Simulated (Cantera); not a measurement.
An isothermal, constant-pressure homogeneous reactor starts with CO : O₂ : H₂O : N₂ = 0.0032 : 0.0011 : 0.012 : 1 (molar parts), equivalence ratio 1.5, at 1275 K and 360 Torr.

Model: GRI-Mech 3.0 (53 species, 325 reactions), integrated in Cantera.

x: mole fraction; the columns are a selection and need not sum to one.

```
t (s)         x CO      x O₂   x H₂O     x HO₂       x H       x O     x N₂O
--------  --------  --------  ------  --------  --------  --------  --------
0.000400   0.00315   0.00108  0.0118  5.71e-12  1.84e-11  7.69e-11    <1e-12
0.00159    0.00315   0.00108  0.0118  3.28e-11  3.31e-10  2.85e-10    <1e-12
0.00633    0.00315   0.00108  0.0118       ___       ___       ___  2.78e-12
0.0252     0.00135  0.000551  0.0109   1.01e-7  0.000423   6.06e-5   2.28e-8
0.100     0.000315   4.10e-5  0.0110   7.87e-9  0.000136   4.85e-6   5.54e-9
0.399     0.000293   1.91e-6  0.0111  3.72e-10   2.76e-5   2.07e-7   1.19e-9
1.59      0.000294   8.37e-8  0.0111  1.58e-11   5.76e-6   8.84e-9  2.38e-10
6.32      0.000295   4.32e-9  0.0111    <1e-12   1.30e-6  4.47e-10  5.94e-11
25.1      0.000295  2.41e-10  0.0111    <1e-12   3.03e-7  2.43e-11  2.30e-11
100       0.000295  1.55e-11  0.0111    <1e-12   7.75e-8  1.59e-12  7.76e-12
```

Some entries are withheld; supply them.


- 0.00633, x HO₂: 2.21e-9
- 0.00633, x H: 2.68e-8
- 0.00633, x O: 1.49e-8
